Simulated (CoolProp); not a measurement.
A closed Brayton cycle with nitrogen: compressor inlet 308.15 K and 3.2 MPa, high pressure 5.8 MPa, turbine inlet 730 K, compressor efficiency 0.85, turbine efficiency 0.93, recuperator effectiveness 0.8 (on enthalpy, no pinch check). Each further row changes one setting.

Model: reference Helmholtz-energy equation of state, Span 2000, in CoolProp.

```csv
case,thermal efficiency (%),net work (kJ/kg),compressor to turbine work,compressor exit (K),turbine exit (K)
as stated,25.0,42.4,0.62,375.9,628.4
turbine inlet 680 K,22.7,34.7,0.67,375.9,584.4
compressor inlet 318.15 K,24.0,40.0,0.64,388.1,628.4
high pressure 4.93 MPa,22.5,33.8,0.60,356.2,654.8
recuperator effectiveness 0.5,16.9,42.4,0.62,375.9,628.4
```
